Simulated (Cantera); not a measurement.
## Equilibrium for silicon nitride deposition: SiH2Cl2 + N2 + H2

Input: 1 mol SiH2Cl2, 18 mol N2, 4.8 mol H2, at 2050 K and 16.0 Pa.

Equilibrium computed with Cantera from the NASA thermochemical tables; the gas is ideal and each condensed phase is pure. Candidate condensed phases: NH4Cl, Si, Si3N4; 28 gas species. The tables' values for SiCl, SiN are old estimates; treat these amounts as uncertain. Kinetics and transport are ignored.

```json
{
  "x(N2)": "0.669",
  "x(H2)": "0.155",
  "x(H)": "0.0706",
  "x(HCl)": "0.0508",
  "x(Si)": "0.0331",
  "x(Cl)": "0.0171",
  "x(SiCl2)": "0.00258",
  "x(SiCl)": "0.00127",
  "x(SiH)": "9.97e-5",
  "gas_amount": "26.89 mol",
  "log10 activity of Si(l) (absent)": "-1.16"
}
```
